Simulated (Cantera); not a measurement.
An isothermal, constant-pressure homogeneous reactor starts with 30.4 % H2, 16.9 % O2, 52.3 % N2, 0.472 % H2O, at 1348 K and 13300 Pa.

Computed with Cantera and GRI-Mech 3.0 (53 species, 325 reactions). The temperature is held fixed by assumption; the heat of reaction is taken as removed at once.

One state of this run: x H2 = 4.90e-6; x O2 = 0.0199; x HO2 = 2.06e-8; x N2O = 3.72e-8; x OH = 5.90e-5. x: mole fraction; the columns are a selection and need not sum to one.

### Question
Which value of t (s) does it belong to?
A. 20.0
B. 0.00284
C. 0.449
D. 1.59

### Answer
C, 0.449
